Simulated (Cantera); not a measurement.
**NO annealing gas**

An isothermal, constant-pressure homogeneous reactor starts with 74.6 % NO, 25.4 % N₂, at 1873 K and 750 Torr.

Cantera simulation using GRI-Mech 3.0 (53 species, 325 reactions); the numbers are that mechanism's predictions, not measurements.

| t (s) | x NO | x NO₂ | x O₂ | x O | x N₂ | x N₂O |
|---|---|---|---|---|---|---|
| 1.00e-5 | 0.746 | 7.39e-7 | 5.68e-9 | 1.69e-6 | 0.254 | 2.41e-6 |
| 4.68e-5 | 0.746 | 8.09e-6 | 7.90e-8 | 3.44e-6 | 0.254 | 1.10e-5 |
| 0.000219 | 0.746 | 4.99e-5 | 1.32e-6 | 6.65e-6 | 0.254 | 4.76e-5 |
| 0.00102 | 0.746 | 0.000226 | 5.29e-5 | 1.86e-5 | 0.254 | 0.000156 |
| 0.00478 | 0.744 | 0.000351 | 0.000896 | 2.68e-5 | 0.255 | 0.000241 |
| 0.0224 | 0.735 | 0.000412 | 0.00529 | 3.12e-5 | 0.259 | 0.000237 |
| 0.105 | 0.695 | 0.000592 | 0.0250 | 4.56e-5 | 0.279 | 0.000209 |
| 0.489 | 0.547 | 0.000830 | 0.0989 | 7.86e-5 | 0.353 | 0.000126 |
| 2.29 | 0.241 | 0.000572 | 0.252 | 0.000121 | 0.506 | 2.37e-5 |
| 10.7 | 0.0384 | 0.000108 | 0.354 | 0.000142 | 0.608 | 8.76e-7 |
| 50.0 | 0.00714 | 2.05e-5 | 0.369 | 0.000145 | 0.623 | 3.21e-7 |
x: mole fraction; the columns are a selection and need not sum to one.

Equilibrium at this temperature and pressure: NO 0.00625, NO₂ 1.80e-5, O₂ 0.370, O 0.000145, N₂ 0.624, N₂O 3.17e-7 (gas phase only).
